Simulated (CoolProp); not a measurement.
Saturation properties of hydrogen sulfide.

Model: reference Helmholtz-energy equation of state, Lemmon 2006, in CoolProp. It is a short technical equation, of lower accuracy than the large ones.

| T (K) | p (MPa) | liquid density (kg/m³) | vapour Z | surface tension (mN/m) |
|---|---|---|---|---|
| 201.6 | 0.05522 | 968.7 | 0.9850 | 30.7 |
| 207.3 | 0.07580 | 958.9 | 0.9812 | 29.5 |
| 213 | 0.1021 | 948.9 | 0.9767 | 28.3 |
| 218.7 | 0.1351 | 938.9 | 0.9717 | 27.1 |
| 224.4 | 0.1759 | 928.6 | 0.9659 | 25.9 |
| 230.1 | 0.2258 | 918.3 | 0.9595 | 24.7 |
| 235.7 | 0.2848 | 907.9 | 0.9524 | 23.5 |
| 241.4 | 0.3564 | 897.2 | 0.9445 | 22.3 |
| 247.1 | 0.4409 | 886.2 | 0.9357 | 21.2 |
| 252.8 | 0.5398 | 875.1 | 0.9262 | 20.0 |
| 258.5 | 0.6545 | 863.7 | 0.9158 | 18.9 |
| 264.2 | 0.7865 | 852.0 | 0.9046 | 17.8 |
| 269.8 | 0.9346 | 840.3 | 0.8927 | 16.7 |
| 275.5 | 1.105 | 828.0 | 0.8798 | 15.6 |
| 281.2 | 1.298 | 815.3 | 0.8658 | 14.5 |

It boils at 212.9 K under 1 atm.

Surface tension comes from a separate correlation (Mulero 2012).
